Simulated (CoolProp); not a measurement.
Vapour-liquid equilibrium of n-heptane (1) + p-xylene (2) at 0.00565 MPa; x and y are mole fractions of (1).

Computed with CoolProp (multi-fluid Helmholtz-energy mixture model, Span 2003 and Zhou 2012; pair parameters Bell 2016).

| x | bubble temperature (K) | y at the bubble point | dew temperature at overall composition x (K) | liquid density (mol/L) |
|---|---|---|---|---|
| 0.05 | [?] | 0.233 | 327.9 | 7.782 |
| 0.2 | 314.9 | 0.581 | 324.9 | 7.643 |
| 0.35 | 309.3 | 0.737 | 321.4 | 7.484 |
| 0.5 | 305.4 | 0.828 | [?] | 7.320 |
| 0.65 | 302.3 | 0.892 | 312.6 | [?] |
| 0.8 | 299.7 | [?] | 306.7 | 6.998 |
| 0.95 | 297.4 | 0.986 | 299.3 | 6.844 |

**Question.** What belongs in the gaps?

**Answer.** 
- 0.05, bubble temperature (K): 324.1
- 0.5, dew temperature at overall composition x (K): 317.4
- 0.65, liquid density (mol/L): 7.157
- 0.8, y at the bubble point: 0.943

No azeotrope shows between x = 0.05 and 0.95.

The pair parameters rest on a limited set of measurements; away from them the model extrapolates.
